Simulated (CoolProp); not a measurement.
Model: reference Helmholtz-energy equation of state, Schroeder 2014, in CoolProp.

Task: For ethanol, give the phase and the density (kg/m³), speed of sound (m/s), viscosity (µPa s), fugacity coefficient at 346.85 °C and 2.41 MPa; 346.85 °C and 7.23 MPa; 346.85 °C and 31.3 MPa.

Result: 
- 346.85 °C and 2.41 MPa: gas; density 22.6, speed of sound 335, viscosity 18.5, fugacity coefficient 0.954
- 346.85 °C and 7.23 MPa: supercritical; density 76.6, speed of sound 307, viscosity 20.8, fugacity coefficient 0.863
- 346.85 °C and 31.3 MPa: supercritical; density 422, speed of sound 468, viscosity 59.4, fugacity coefficient 0.537

Viscosity comes from a separate model (Kiselev 2005).
